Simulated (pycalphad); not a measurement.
An equivalent pycalphad script:

```python
from pycalphad import Database, equilibrium, calculate, variables as v
import numpy as np
db = Database('COST507.tdb')
comps = ['SI', 'AL', 'VA']
phases = ['DIAMOND_A4', 'FCC_A1', 'LIQUID']
eq = equilibrium(db, comps, phases, {v.X('AL'): 0.078, v.T: np.arange(1850, 499, -50), v.P: 101325, v.N: 1}, output=['HM', 'SM'])
```

CALPHAD calculation (pycalphad, COST 507 light-alloy database (1999)), 1 atm. The data set is of 1999 and partly superseded. Phase fractions are per mole of atoms.

Results at three of the temperatures:

```
T = 1750.00 K, P = 101325 Pa, N = 1 mol of atoms
G = -81211 J/mol, H = 84889 J/mol, S = 94.91 J/(mol K)  (SER reference)
chemical potentials (J/mol): Si -75202, Al -152232
phase             fraction      x(Si)      x(Al)
LIQUID              1.0000     0.9220     0.0780
```

```
T = 1000.00 K, P = 101325 Pa, N = 1 mol of atoms
G = -31550 J/mol, H = 18939 J/mol, S = 50.49 J/(mol K)  (SER reference)
chemical potentials (J/mol): Si -30382, Al -45359
phase             fraction      x(Si)      x(Al)
DIAMOND_A4          0.8999     1.0000   6.64e-06
LIQUID              0.1001     0.2208     0.7792
```

```
T = 700.00 K, P = 101325 Pa, N = 1 mol of atoms
G = -18062 J/mol, H = 9399 J/mol, S = 39.23 J/(mol K)  (SER reference)
chemical potentials (J/mol): Si -17484, Al -24892
phase             fraction      x(Si)      x(Al)
DIAMOND_A4          0.9217     1.0000   2.92e-08
FCC_A1              0.0783     0.0035     0.9965
```

Changes of the phase set, refined by bisection:

| T (K) | phases above | phases below |
|---|---|---|
| 1649.4 | LIQUID | DIAMOND_A4 + LIQUID |
| 850.1 | DIAMOND_A4 + LIQUID | DIAMOND_A4 + FCC_A1 |

FCC_A1 is fcc; DIAMOND_A4 is diamond (Si).
